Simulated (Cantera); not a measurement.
Charge: 1 mol B₂H₆, 1.4 mol O₂, 31 mol N₂, equilibrated at 823.15 K and 0.00440 bar.

These are equilibrium values from Cantera (NASA tables, ideal gas, pure condensed phases), not measurements of a reactor. Candidate condensed phases: B, BN, B₂O₃, B₃O₃H₃, H₂O; 39 gas species. The feed counts by its element totals alone. N₂ is the only nitrogen source here; it is nearly inert below about 1500 K, so the nitride shown seldom forms there in practice. Rates play no part.

Base state: N₂ 0.912, H₂ 0.0883, H₂O 0.000142 (mole fractions); condensed: BN(s) + B₂O₃(l).

Task: What changes in the equilibrium state with this change: B₂H₆ replaced by BF₃?

Result: 
```csv
species,before,after
N₂,0.912,0.928
O₂,<1e-9,0.0419
BF₃,0,0.0299
H₂,0.0883,0
H₂O,0.000142,0
"BN(s), mol",0.137,0
"B₂O₃(l), mol",0.932,0
```
